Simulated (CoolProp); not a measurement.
The fluoroketone C6F12O (FK-5-1-12) along the isobar 9.03 bar: Z from the reference equation and from simpler models built on Tc = 441.8 K, pc = 18.69 bar, ω = 0.471; each cubic takes its own stable root.

Values from CoolProp's reference Helmholtz-energy equation of state, McLinden 2015.

```csv
T (K),phase,reference,Redlich-Kwong,Peng-Robinson
317.1,liquid,0.06990,0.08211,0.06759
329.3,liquid,0.06907,0.08160,0.06687
341.5,liquid,0.06848,0.08151,0.06649
353.7,liquid,0.06816,0.08189,0.06651
365.9,liquid,0.06815,0.08289,0.06700
378.1,liquid,0.06854,0.08473,0.06814
390.3,liquid,0.06948,0.08792,0.07023
402.5,liquid,0.07129,0.7318,0.07395
414.7,gas,0.7339,0.7623,0.7258
426.8,gas,0.7721,0.7871,0.7608
439,gas,0.8021,0.8082,0.7894
451.2,gas,0.8263,0.8262,0.8134
463.4,gas,0.8464,0.8419,0.8338
475.6,gas,0.8633,0.8556,0.8514
487.8,gas,0.8778,0.8676,0.8667
500,gas,0.8904,0.8784,0.8802
```

At some of these states Redlich-Kwong gives the other phase, because its saturation line lies elsewhere.
